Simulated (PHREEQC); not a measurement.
Make-up at 25 °C: 0.0043 mol/kgw NH4HF2, 0.11 mol/kgw (NH4)2SiF6, 5e-05 mol/kgw H3PO4 and 0.0049 mol/kgw HCl. Closed to the air; pH follows from the charge balance.

Model: ion-association model, wateq4f.dat, run in PHREEQC.

No solid was allowed to form.

Q: Predict the pH, ionic strength.

A: pH 2.60; ionic strength 0.338 mol/kgw.

Q: In which forms is P present?

A: H2PO4- 80 %, H3PO4 20 % of the P.

H3PO4, which wateq4f.dat lacks, is added to it with the constant of phreeqc.dat. SiF6-2 is the database's only silicon fluoride.
